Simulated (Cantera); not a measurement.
Mixture: CH₄ : O₂ : N₂ = 1 : 2.02 : 7.68 (molar parts), equivalence ratio 0.99, at 1.01 bar, adiabatic and at constant pressure. Ignition delay is the time to a rise of 400 K.

Detailed kinetics in Cantera: GRI-Mech 3.0 (53 species, 325 reactions).

```json
[
 {"quantity": "delay at 1025 K", "before": "0.714 s", "after": "0.130 s"},
 {"quantity": "delay at 1225 K", "before": "32.1 ms", "after": "7.78 ms"},
 {"quantity": "delay at 1425 K", "before": "2.59 ms", "after": "0.767 ms"},
 {"quantity": "delay at 1625 K", "before": "0.378 ms", "after": "0.112 ms"},
 {"quantity": "apparent activation energy between 1525 and 1725 K", "before": "180 kJ/mol", "after": "190 kJ/mol"}
]
```

What was changed between the two runs?
A. pressure from 1.01 bar to 4.70 bar
B. constant volume in place of constant pressure
C. CH4 1 to 0.41 parts
D. pressure from 1.01 bar to 19.0 bar

A, pressure from 1.01 bar to 4.70 bar
